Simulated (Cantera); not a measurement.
A perfectly stirred reactor is fed with 1.96 % CH₄, 98.0 % H₂, 0.0882 % N₂, at 0.0148 atm; it is held at 1848 K, and followed from long to short residence time.

Detailed kinetics in Cantera: GRI-Mech 3.0 (53 species, 325 reactions). GRI-Mech 3.0 stops at C3 and has no aromatics, soot or wall deposition, so with more carbon than oxygen in the feed, carbon stays in small species such as C2H2 where larger ones or solid carbon would form. Radical loss at walls, strong at low pressure, is not modelled.

Predict: x(CH₄) at τ = 8.80 s; x(H₂) at τ = 8.80 s; x(H) at τ = 8.80 s; x(CH₂) at τ = 8.80 s; x(C₂H) at τ = 8.80 s; x(CH₄) at τ = 0.240 s; x(H₂) at τ = 0.240 s; x(H) at τ = 0.240 s; x(CH₂) at τ = 0.240 s; x(C₂H) at τ = 0.240 s.


- x(CH₄) at τ = 8.80 s = 0.00159
- x(H₂) at τ = 8.80 s = 0.985
- x(H) at τ = 8.80 s = 0.00395
- x(CH₂) at τ = 8.80 s = 5.85e-7
- x(C₂H) at τ = 8.80 s = 3.74e-7
- x(CH₄) at τ = 0.240 s = 0.00984
- x(H₂) at τ = 0.240 s = 0.981
- x(H) at τ = 0.240 s = 0.00283
- x(CH₂) at τ = 0.240 s = 1.71e-6
- x(C₂H) at τ = 0.240 s = 1.37e-7
